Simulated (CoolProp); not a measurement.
Vapour-liquid equilibrium of n-hexane (1) + o-xylene (2) at 315.2 K; x and y are mole fractions of (1).

Values from CoolProp's multi-fluid Helmholtz-energy mixture model, Thol 2019 and Zhou 2012; pair parameters Bell 2016.

Q: Give the bubble pressure and the first vapour's composition at x = 0.45, 0.75, 0.95. Is there an azeotrope?

A: x = 0.45: 21.13 kPa, y = 0.936; x = 0.75: 31.44 kPa, y = 0.978; x = 0.95: 38.45 kPa, y = 0.996. No azeotrope shows between x = 0.05 and 0.95.

Pair parameters are fitted to limited data, so mixtures are less certain than the pure fluids.
